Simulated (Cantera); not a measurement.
A closed system holds: 1 mol PbO, a varied amount of H2, 55 mol N2, at 525 K and 0.780 bar.

Cantera equilibrium calculation (NASA polynomials, part measured and part estimated; ideal gas, pure solids and liquids). Candidate condensed phases: H2O, Pb, PbO, PbO2, Pb3O4; 27 gas species. Kinetics and transport are ignored.

Problem. Which condensed phases are stable at each of these points (n(H2) (mol)): 0.27, 0.43, 0.69, 1.1, 1.8, 2.9, 4.6, 7.4?

Solution. 
```json
[
 {"n(H2) (mol)": "0.27", "condensed phases": "Pb(s) + PbO(red)", "Pb condensed (%)": "100.0"},
 {"n(H2) (mol)": "0.43", "condensed phases": "Pb(s) + PbO(red)", "Pb condensed (%)": "100.0"},
 {"n(H2) (mol)": "0.69", "condensed phases": "Pb(s) + PbO(red)", "Pb condensed (%)": "100.0"},
 {"n(H2) (mol)": "1.1", "condensed phases": "Pb(s)", "Pb condensed (%)": "100.0"},
 {"n(H2) (mol)": "1.8", "condensed phases": "Pb(s)", "Pb condensed (%)": "100.0"},
 {"n(H2) (mol)": "2.9", "condensed phases": "Pb(s)", "Pb condensed (%)": "100.0"},
 {"n(H2) (mol)": "4.6", "condensed phases": "Pb(s)", "Pb condensed (%)": "100.0"},
 {"n(H2) (mol)": "7.4", "condensed phases": "Pb(s)", "Pb condensed (%)": "100.0"}
]
```

From 0.27 mol H2 to 0.69 mol H2 the condensed part is Pb(s) + PbO(red). From 1.1 mol H2 to 7.4 mol H2 the condensed part is Pb(s).
